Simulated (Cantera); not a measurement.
# Diamond growth

A diamond (100) surface in a fixed gas of H2 with x(CH4) = 0.0089, x(CH3) = 0.0019, at 925 K, 15.8 Torr; coverages are run to steady state.

Cantera simulation using the Harris–Goodwin 1993 mechanism for the reconstructed diamond (100) surface; the numbers are that mechanism's predictions, not measurements.

```tsv
x(H)	growth (µm/h)	θ c6HH	θ c6H*	θ c6*H	θ c6**	θ c6HM
0.0001	0.692	0.0876	0.00127	0.0328	9.33e-5	0.691
0.00023	1.49	0.126	0.00202	0.0520	0.000281	0.644
0.00055	3.09	0.199	0.00340	0.0875	0.000789	0.558
0.0013	5.63	0.307	0.00544	0.140	0.00175	0.429
0.003	8.60	0.429	0.00774	0.199	0.00297	0.284
0.007	11.2	0.534	0.00975	0.250	0.00407	0.159
0.017	13.0	0.604	0.0111	0.284	0.00482	0.0754
0.039	13.8	0.638	0.0118	0.300	0.00519	0.0350
0.091	14.2	0.654	0.0123	0.308	0.00539	0.0155
```
θ: site fractions in the mechanism's names (c6HH fully hydrogenated, c6H* and c6*H radical sites, c6** diradical, c6HM methylated).
